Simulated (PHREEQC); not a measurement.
0.66 g of hydrous ferric oxide (600 m²/g; 0.2 weak and 0.005 strong sites per Fe, Dzombak-Morel constants, diffuse double layer) in 1 kg of water with 0.01 mol/kgw of an inert sodium salt and 1.6 mmol/kgw NaF, at 25 °C; the pH is set by adding NaOH or the inert anion's acid. Oxygen alone is held at its pressure in air (log pO2 = -0.68). The system is closed to CO2. Precipitation was switched off in this run.

The series has 17 steps of pH, from 3 to 11.

Equilibrium calculation in PHREEQC: ion-association model, wateq4f.dat.

### Question
Near which pH is half of the F sorbed, and on which side is more sorbed?

### Answer
Near pH 5.2, with more sorbed at lower pH.

Species that the database lacks are ignored. The oxide is taken as insoluble; below pH 4 it would dissolve.
